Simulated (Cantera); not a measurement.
An isothermal, constant-pressure homogeneous reactor starts with NO : N2 = 1 : 7.7 (molar parts), at 1648 K and 190000 Pa. Integrator tolerance rtol = 1e-08.

Cantera simulation using GRI-Mech 3.0 (53 species, 325 reactions); the numbers are that mechanism's predictions, not measurements.

### Question
What does this change do: N2 7.7 to 10 parts?

### Answer
```tsv
quantity	before	after
x(NO) at 70.0 s	0.0400 (gas-phase equilibrium 0.00135)	0.0368 (gas-phase equilibrium 0.00121)
x(N2O) at 70.0 s	7.24e-7 (gas-phase equilibrium 1.20e-7)	6.15e-7 (gas-phase equilibrium 1.08e-7)
x(NO2) at 70.0 s	8.28e-5 (gas-phase equilibrium 3.43e-6)	6.48e-5 (gas-phase equilibrium 2.73e-6)
x(O2) at 70.0 s	0.0374 (gas-phase equilibrium 0.0568)	0.0270 (gas-phase equilibrium 0.0448)
x(O) at 70.0 s	3.59e-6 (gas-phase equilibrium 4.40e-6)	3.06e-6 (gas-phase equilibrium 3.91e-6)
x(N2) at 70.0 s	0.923 (gas-phase equilibrium 0.942)	0.936 (gas-phase equilibrium 0.954)
```
